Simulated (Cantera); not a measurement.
Low-pressure radical oxidation in H2/O2

An isothermal, constant-pressure homogeneous reactor starts with 4.56 % H2, 41.4 % O2, 53.9 % N2, 0.124 % H2O, at 950 K and 0.0120 bar.

Detailed kinetics in Cantera: the H2/O2 subset of GRI-Mech 3.0, which has no nitrogen chemistry. Radical loss at walls, strong at low pressure, is not modelled. The temperature is held fixed by assumption; the heat of reaction is taken as removed at once.

```json
[
 {"t (s)": "3.00e-6", "x H2": "0.0456", "x O2": "0.414", "x O": "<1e-12", "x H": "<1e-12", "x H2O2": "<1e-12", "x H2O": "0.00124", "x OH": "<1e-12"},
 {"t (s)": "9.16e-6", "x H2": "0.0456", "x O2": "0.414", "x O": "<1e-12", "x H": "<1e-12", "x H2O2": "<1e-12", "x H2O": "0.00124", "x OH": "<1e-12"},
 {"t (s)": "2.80e-5", "x H2": "0.0456", "x O2": "0.414", "x O": "<1e-12", "x H": "1.06e-12", "x H2O2": "<1e-12", "x H2O": "0.00124", "x OH": "<1e-12"},
 {"t (s)": "8.54e-5", "x H2": "0.0456", "x O2": "0.414", "x O": "<1e-12", "x H": "3.11e-12", "x H2O2": "<1e-12", "x H2O": "0.00124", "x OH": "<1e-12"},
 {"t (s)": "0.000261", "x H2": "0.0456", "x O2": "0.414", "x O": "2.21e-12", "x H": "9.04e-12", "x H2O2": "<1e-12", "x H2O": "0.00124", "x OH": "1.51e-12"},
 {"t (s)": "0.000795", "x H2": "0.0456", "x O2": "0.414", "x O": "1.84e-11", "x H": "3.25e-11", "x H2O2": "<1e-12", "x H2O": "0.00124", "x OH": "8.72e-12"},
 {"t (s)": "0.00243", "x H2": "0.0456", "x O2": "0.414", "x O": "2.95e-10", "x H": "3.61e-10", "x H2O2": "<1e-12", "x H2O": "0.00124", "x OH": "1.16e-10"},
 {"t (s)": "0.00741", "x H2": "0.0456", "x O2": "0.414", "x O": "2.28e-7", "x H": "2.70e-7", "x H2O2": "1.88e-12", "x H2O": "0.00124", "x OH": "8.82e-8"},
 {"t (s)": "0.0226", "x H2": "0.00342", "x O2": "0.394", "x O": "0.00975", "x H": "0.0135", "x H2O2": "8.54e-8", "x H2O": "0.0363", "x OH": "0.00140"},
 {"t (s)": "0.0691", "x H2": "0.000391", "x O2": "0.399", "x O": "0.00261", "x H": "0.00115", "x H2O2": "6.79e-8", "x H2O": "0.0466", "x OH": "0.000461"},
 {"t (s)": "0.211", "x H2": "3.76e-5", "x O2": "0.401", "x O": "0.000255", "x H": "2.88e-5", "x H2O2": "5.31e-8", "x H2O": "0.0478", "x OH": "0.000120"},
 {"t (s)": "0.644", "x H2": "3.46e-6", "x O2": "0.401", "x O": "2.45e-5", "x H": "8.49e-7", "x H2O2": "2.85e-8", "x H2O": "0.0479", "x OH": "3.67e-5"},
 {"t (s)": "1.97", "x H2": "3.74e-7", "x O2": "0.401", "x O": "3.28e-6", "x H": "4.19e-8", "x H2O2": "1.17e-8", "x H2O": "0.0479", "x OH": "1.36e-5"},
 {"t (s)": "6.00", "x H2": "5.55e-8", "x O2": "0.401", "x O": "6.18e-7", "x H": "3.43e-9", "x H2O2": "4.46e-9", "x H2O": "0.0479", "x OH": "5.90e-6"}
]
```
x: mole fraction; the columns are a selection and need not sum to one.

Equilibrium at this temperature and pressure: H2 1.27e-11, O2 0.401, O 1.85e-10, H <1e-12, H2O2 4.77e-12, H2O 0.0479, OH 1.01e-7 (gas phase only).
